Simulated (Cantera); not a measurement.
An isothermal, constant-pressure homogeneous reactor starts with CH4 : CO2 = 1 : 0.58 (molar parts), at 1550 K and 82.5 Torr. Integrator tolerance rtol = 1e-08.

Model: GRI-Mech 3.0 (53 species, 325 reactions), integrated in Cantera. GRI-Mech 3.0 stops at C3 and has no aromatics, soot or wall deposition, so with more carbon than oxygen in the feed, carbon stays in small species such as C2H2 where larger ones or solid carbon would form.

```csv
quantity,before,after
x(CH4) at 20.0 s,0.0191 (gas-phase equilibrium 0.00584),0.0191 (gas-phase equilibrium 0.0142)
x(CO2) at 20.0 s,0.0158 (gas-phase equilibrium 7.66e-8),0.000528 (gas-phase equilibrium 2.95e-9)
x(H2O2) at 20.0 s,<1e-12 (gas-phase equilibrium <1e-12),<1e-12 (gas-phase equilibrium <1e-12)
x(CH2) at 20.0 s,1.01e-8 (gas-phase equilibrium 1.70e-9),5.97e-9 (gas-phase equilibrium 3.35e-9)
x(C2H) at 20.0 s,3.59e-8 (gas-phase equilibrium 2.05e-8),6.00e-8 (gas-phase equilibrium 5.79e-8)
x(CO) at 20.0 s,0.305 (gas-phase equilibrium 0.369),0.0798 (gas-phase equilibrium 0.0916)
x(C2H2) at 20.0 s,0.105 (gas-phase equilibrium 0.0633),0.206 (gas-phase equilibrium 0.199)
```

### Question
Name the change that produced these shifts.
A. CO2 0.58 to 0.26 parts
B. CO2 0.58 to 0.099 parts
C. temperature 1550 to 1448 K
D. temperature 1550 to 1650 K

### Answer
B, CO2 0.58 to 0.099 parts
